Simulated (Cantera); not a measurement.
Input: 1 mol borazine, 47 mol N2, equilibrated at 950 K and 11.0 mbar.

Cantera equilibrium calculation (NASA polynomials, part measured and part estimated; ideal gas, pure solids and liquids). Candidate condensed phases: B, BN; 15 gas species. The feed counts by its element totals alone. Rates play no part.

Base state: N2 0.940, H2 0.0600 (mole fractions); condensed: BN(s).

### Question
What changes in the equilibrium state with this change: temperature from 950 K to 1998 K?

### Answer
```
species      before    after
----------  -------  -------
N2            0.940    0.938
H2           0.0600   0.0580
H           1.30e-9  0.00368
BN(s), mol     3.00     3.00
```

### Question
What changes in the equilibrium state with this change: temperature from 950 K to 2175 K?

### Answer
| species | before | after |
|---|---|---|
| N2 | 0.940 | 0.935 |
| H2 | 0.0600 | 0.0542 |
| H | 1.30e-9 | 0.0108 |
| B | <1e-9 | 6.24e-5 |
| BH2 | <1e-9 | 2.27e-5 |
| BN(s), mol | 3.00 | 3.00 |
The tables' values for BH2 are old estimates; treat these amounts as uncertain.
